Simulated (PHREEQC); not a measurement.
Make-up at 35 °C: 0.041 mol/kgw CdSO4 and 0.00051 mol/kgw FeSO4. It is in equilibrium with CO2 at log p = -3.4 (atm). Otherwise closed; pH follows from the charge balance.

The numbers come from PHREEQC with the ion-association model, phreeqc.dat.

**Question.** The ionic strength comes out as 0.0851 mol/kgw. What activity coefficients do Cd+2, HSO4-, H+, Cd(SO4)2-2, Fe+2 get?

**Answer.** Cd+2 0.38, HSO4- 0.79, H+ 0.83, Cd(SO4)2-2 0.38, Fe+2 0.41.

This is a speciation only: nothing precipitates in the calculation. Species that the database lacks are ignored.
